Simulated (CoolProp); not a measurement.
Vapour-liquid equilibrium of n-hexane (1) + o-xylene (2) at 21.35 °C; x and y are mole fractions of (1).

Model: multi-fluid Helmholtz-energy mixture model, Thol 2019 and Zhou 2012; pair parameters Bell 2016, in CoolProp.

```csv
x,bubble pressure (bar),y at the bubble point,dew pressure at overall composition x (bar),liquid density (mol/L)
0.05,0.01792,0.617,0.007572,8.253
0.2,0.04741,0.876,0.008938,8.169
0.35,0.07348,0.933,0.01090,8.080
0.5,0.09704,0.960,0.01398,7.987
0.65,0.1191,0.975,0.01946,7.888
0.8,0.1409,0.987,0.03197,7.784
0.95,0.1637,0.997,0.08698,7.674
```

No azeotrope shows between x = 0.05 and 0.95.

Pair parameters are fitted to limited data, so mixtures are less certain than the pure fluids.
